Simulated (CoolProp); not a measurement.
Saturation properties of oxygen (Tc = -118.6 °C, pc = 5.046 MPa, ω = 0.022).

Computed with CoolProp (reference Helmholtz-energy equation of state, Schmidt 1985).

| T (°C) | p (MPa) | liquid density (kg/m³) | vapour density (kg/m³) | liquid conductivity (mW/(m K)) |
|---|---|---|---|---|
| -194.05 | 0.02662 | 1195 | 1.311 | 167 |
| -185.45 | 0.07750 | 1153 | 3.493 | 154 |
| -176.85 | 0.1839 | 1110 | 7.729 | 142 |
| -168.15 | 0.3785 | 1064 | 15.12 | 129 |
| -159.55 | 0.6910 | 1014 | 26.79 | 117 |
| -150.85 | 1.165 | 958.5 | 44.82 | 104 |
| -142.25 | 1.829 | 895.4 | 71.74 | 91.3 |
| -133.55 | 2.739 | 817.4 | 114.2 | 78.8 |

It boils at -183.0 °C under 1 atm.

Thermal conductivity comes from a separate model (Lemmon 2004).
